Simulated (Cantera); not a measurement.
Charge: 1 mol Cu, 0.012 mol CO2, 2.2 mol H2, held at 1 atm.

Method: chemical equilibrium by Gibbs-energy minimisation in Cantera with the NASA 1993 tables (ideal gas, pure condensed phases). Candidate condensed phases: C, C6H6, C7H8, C8H18, Cu, CuO, Cu(OH)2, Cu2O, H2O; 113 gas species. The numbers say what is thermodynamically allowed, not how fast it happens.

Task: At 948 K, list the 4 most abundant gas species with their mole fractions, and the condensed phases.

Result: H2 0.984, H2O 0.0106, CH4 0.00514, CO 0.000336. Condensed: Cu(s).
